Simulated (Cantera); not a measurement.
## CuO + C + CO (carbothermic reduction)

Feed: 1 mol CuO, 4.5 mol C, 0.013 mol CO.

Method: chemical equilibrium by Gibbs-energy minimisation in Cantera with the NASA 1993 tables (ideal gas, pure condensed phases). Candidate condensed phases: C, Cu, CuO, Cu2O; 15 gas species. Rates play no part.

Stable condensed phases:

```
T in °C \ P in Pa
              10      32     100     320    1000    3200   10000   32000  100000  320000 1000000
   1477        A       A       B       B       B       B       B       B       B       B       B
   1452        A       A       B       B       B       B       B       B       B       B       B
   1427        A       A       B       B       B       B       B       B       B       B       B
   1402        A       B       B       B       B       B       B       B       B       B       B
   1377        A       B       B       B       B       B       B       B       B       B       B
   1352        A       B       B       B       B       B       B       B       B       B       B
   1327        B       B       B       B       B       B       B       B       B       B       B
   1302        B       B       B       B       B       B       B       B       B       B       B
   1277        B       B       B       B       B       B       B       B       B       B       B
   1252        B       B       B       B       B       B       B       B       B       B       B
   1227        B       B       B       B       B       B       B       B       B       B       B
   1202        B       B       B       B       B       B       B       B       B       B       B
   1177        B       B       B       B       B       B       B       B       B       B       B
   1152        B       B       B       B       B       B       B       B       B       B       B
```

A: C; B: C + Cu.
